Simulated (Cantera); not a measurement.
**Ignition delay**

Mixture: 6.19 % CH4, 3.65 % H2, 18.9 % O2, 71.2 % N2, at 0.938 atm, adiabatic and at constant volume. Ignition delay is the time to a rise of 400 K.

Detailed kinetics in Cantera: GRI-Mech 3.0 (53 species, 325 reactions).

| T0 (K) | delay (ms) |
|---|---|
| 1248 | 1.02 |
| 1348 | 0.479 |
| 1448 | 0.250 |
| 1548 | 0.143 |
| 1648 | 0.0873 |
| 1748 | 0.0559 |
| 1848 | 0.0370 |

- apparent activation energy between 1648 and 1848 K = 110 kJ/mol
